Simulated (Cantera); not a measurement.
An isothermal, constant-pressure homogeneous reactor starts with 61.7 % NH3, 38.3 % N2, at 2125 K and 15000 Pa.

Model: the gas-phase N/H chemistry of the illustrative SiF4/NH3 mechanism in the Surface Chemkin manual (1991), integrated in Cantera. Walls and surfaces, which speed up NH3 decomposition in real reactors, are not modelled.

x: mole fraction; the columns are a selection and need not sum to one.

| t (s) | x NH3 | x N | x NH | x N2H4 | x N2H2 | x H | x H2 |
|---|---|---|---|---|---|---|---|
| 3.00e-5 | 0.617 | 2.00e-10 | 2.15e-7 | 1.16e-9 | 4.34e-8 | 1.33e-6 | 0.000105 |
| 0.000101 | 0.616 | 6.20e-9 | 2.91e-6 | 1.27e-8 | 6.69e-7 | 1.60e-6 | 0.000373 |
| 0.000337 | 0.614 | [?] | [?] | [?] | [?] | [?] | [?] |
| 0.00113 | 0.604 | 1.87e-7 | 2.01e-5 | 1.20e-7 | 8.70e-6 | 1.57e-5 | 0.0106 |
| 0.00378 | 0.573 | [?] | [?] | [?] | [?] | [?] | [?] |
| 0.0127 | 0.482 | 1.37e-6 | 2.91e-5 | 6.21e-8 | 6.12e-6 | 0.000133 | 0.124 |
| 0.0424 | 0.287 | 2.04e-6 | 2.81e-5 | 2.75e-8 | 3.08e-6 | 0.000358 | 0.305 |
| 0.142 | 0.0691 | 2.36e-6 | 1.85e-5 | 3.90e-9 | 5.82e-7 | 0.000928 | 0.507 |
| 0.476 | 0.000456 | 2.14e-6 | 3.22e-6 | 4.27e-12 | 2.20e-9 | 0.00521 | 0.568 |
| 1.60 | 8.81e-6 | 1.06e-7 | 1.16e-7 | <1e-12 | 2.12e-12 | 0.00711 | 0.567 |
| 5.35 | 2.03e-6 | 2.44e-8 | 2.68e-8 | <1e-12 | <1e-12 | 0.00711 | 0.567 |
| 17.9 | 8.07e-7 | 9.68e-9 | 1.06e-8 | <1e-12 | <1e-12 | 0.00711 | 0.567 |
| 60.0 | 6.90e-7 | 8.28e-9 | 9.10e-9 | <1e-12 | <1e-12 | 0.00711 | 0.567 |

### Question
Fill in the missing entries.

### Answer

- 0.000337, x N: 4.48e-8
- 0.000337, x NH: 1.36e-5
- 0.000337, x N2H4: 8.58e-8
- 0.000337, x N2H2: 5.67e-6
- 0.000337, x H: 4.52e-6
- 0.000337, x H2: 0.00189
- 0.00378, x N: 5.97e-7
- 0.00378, x NH: 2.46e-5
- 0.00378, x N2H4: 9.52e-8
- 0.00378, x N2H2: 7.95e-6
- 0.00378, x H: 4.66e-5
- 0.00378, x H2: 0.0400
